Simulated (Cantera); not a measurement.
**Ignition delay**

Mixture: CO : H2 : O2 : N2 = 1 : 1.3 : 1.35 : 5.09 (molar parts), at 7500 Torr, adiabatic and at constant pressure. Ignition delay is the time to a rise of 400 K.

Cantera simulation using GRI-Mech 3.0 (53 species, 325 reactions); the numbers are that mechanism's predictions, not measurements. The hydrogen kinetics of GRI-Mech 3.0 are dated; newer H2 mechanisms differ, most at raised pressure. Where the delays flatten at high temperature, the 400 K rule measures the pace of heat release, not the induction time.

| T0 (K) | delay (ms) |
|---|---|
| 1200 | 0.0311 |
| 1300 | 0.00569 |
| 1400 | 0.00282 |
| 1500 | 0.00184 |
| 1600 | 0.00136 |
| 1700 | 0.00110 |
| 1800 | 0.000944 |
| 1900 | 0.000855 |
